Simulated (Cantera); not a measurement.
A Cantera script and its output.

```python
import numpy as np
import cantera as ct

gas = ct.Solution("gri30.yaml")
gas.TPX = 875, 56000, {'H2': 1.5, 'O2': 1, 'N2': 1.1}
reactor = ct.IdealGasConstPressureReactor(gas, energy="off", clone=False)
net = ct.ReactorNet([reactor])
net.rtol, net.atol = 1e-08, 1e-18
show = ['H2', 'O2', 'NO', 'N2O', 'OH']
times = np.geomspace(0.0008, 40, 13)

steps = ct.SolutionArray(gas, extra=["t"])
rows = []
print(f"{'t/s':>10s}{'T/K':>9s}{'P/Pa':>11s}" + "".join(f"{s:>11s}" for s in show))
for t in times:
    while net.time < t:
        t_next = net.step()
        steps.append(gas.state, t=t_next)
    rows.append([np.interp(t, steps.t, y) for y in (steps.T, steps.P, *steps(*show).X.T)])
    print(f"{t:10.3e}{rows[-1][0]:9.1f}{rows[-1][1]:11.4g}" + "".join(f"{x:11.3e}" for x in rows[-1][2:]))
rate = np.gradient(steps.T, steps.t)
print("integrator steps:", len(steps.t))
if steps.T.max() > steps.T[0] + 200:
    print(f"time of steepest temperature rise: {steps.t[rate.argmax()]:.4e} s")
gas.TPX = 875, 56000, {'H2': 1.5, 'O2': 1, 'N2': 1.1}
gas.equilibrate("TP")
print(f"equilibrium (TP): T = {gas.T:.1f} K  " + "  ".join(f"{s} {gas[s].X[0]:.3e}" for s in show))
```

Output:

```
       t/s      T/K       P/Pa         H2         O2         NO        N2O         OH
 8.000e-04    875.0    5.6e+04  4.167e-01  2.778e-01  3.287e-24  1.549e-17  6.312e-13
 1.971e-03    875.0    5.6e+04  4.167e-01  2.778e-01  9.650e-24  4.780e-17  7.164e-13
 4.856e-03    875.0    5.6e+04  4.167e-01  2.778e-01  3.345e-23  1.760e-16  9.550e-13
 1.196e-02    875.0    5.6e+04  4.167e-01  2.778e-01  1.821e-22  8.568e-16  1.763e-12
 2.947e-02    875.0    5.6e+04  4.167e-01  2.778e-01  2.834e-21  6.391e-15  6.114e-12
 7.261e-02    875.0    5.6e+04  4.167e-01  2.778e-01  3.079e-19  1.110e-13  6.653e-11
 1.789e-01    875.0    5.6e+04  4.166e-01  2.777e-01  1.534e-17  2.083e-12  7.214e-10
 4.407e-01    875.0    5.6e+04  4.142e-01  2.763e-01  2.390e-15  2.623e-11  7.836e-09
 1.086e+00    875.0    5.6e+04  3.917e-01  2.655e-01  4.760e-14  1.881e-10  1.682e-08
 2.675e+00    875.0    5.6e+04  3.389e-01  2.414e-01  8.780e-14  5.712e-10  1.518e-08
 6.590e+00    875.0    5.6e+04  2.367e-01  1.950e-01  1.160e-13  1.445e-09  1.624e-08
 1.624e+01    875.0    5.6e+04  7.707e-02  1.226e-01  1.492e-13  3.655e-09  2.147e-08
 4.000e+01    875.0    5.6e+04  2.343e-03  8.878e-02  4.812e-14  7.424e-09  1.602e-08
integrator steps: 1248
equilibrium (TP): T = 875.0 K  H2 2.976e-12  O2 8.772e-02  NO 2.959e-06  N2O 1.480e-10  OH 1.510e-08
```

Detailed kinetics in Cantera: GRI-Mech 3.0 (53 species, 325 reactions). Below about 950 K walls govern HO2 and H2O2 in real vessels. The temperature is held fixed by assumption; the heat of reaction is taken as removed at once.
